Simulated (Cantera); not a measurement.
Charge: 1 mol SiCl4, 18 mol N2O, 1 mol N2, equilibrated at 1.40 mbar.

Equilibrium computed with Cantera from the NASA thermochemical tables; the gas is ideal and each condensed phase is pure. Candidate condensed phases: Si, SiO2, Si2N2O, Si3N4; 23 gas species. The tables hold silica as quartz up to 1696 K and as liquid above; real silica turns to tridymite and cristobalite and melts near 1996 K. Equilibrium is a limit: real reactors are often held back by kinetics, nucleation or transport.

x: gas mole fraction; n: condensed amount in mol.

```csv
T (°C),x N2,x O2,x Cl,x Cl2,x NO,x O,x ClO,n SiO2(α-quartz),n SiO2(β-quartz)
452,0.655,0.276,9.63e-6,0.0690,5.06e-7,<1e-12,3.23e-8,1.00,0
552,0.655,0.276,0.000115,0.0689,3.17e-6,(withheld),2.49e-7,1.00,0
652,0.655,0.276,0.000810,0.0685,1.34e-5,(withheld),1.23e-6,0,1.00
752,0.654,0.275,0.00387,0.0669,4.27e-5,(withheld),4.42e-6,0,1.00
852,0.651,0.274,0.0136,0.0617,0.000110,(withheld),1.22e-5,0,1.00
952,0.643,0.271,0.0363,0.0495,0.000242,(withheld),2.65e-5,0,1.00
1052,0.631,0.266,0.0720,0.0305,0.000468,(withheld),4.39e-5,0,1.00
1152,0.620,0.261,0.105,0.0130,0.000823,(withheld),5.44e-5,0,1.00
1252,0.615,0.258,0.121,0.00431,0.00135,(withheld),5.48e-5,0,1.00
```

**Question.** Some entries are withheld; supply them.

**Answer.** 
- 552, x O: 3.53e-12
- 652, x O: 1.88e-10
- 752, x O: 4.63e-9
- 852, x O: 6.46e-8
- 952, x O: 5.85e-7
- 1052, x O: 3.79e-6
- 1152, x O: 1.89e-5
- 1252, x O: 7.70e-5
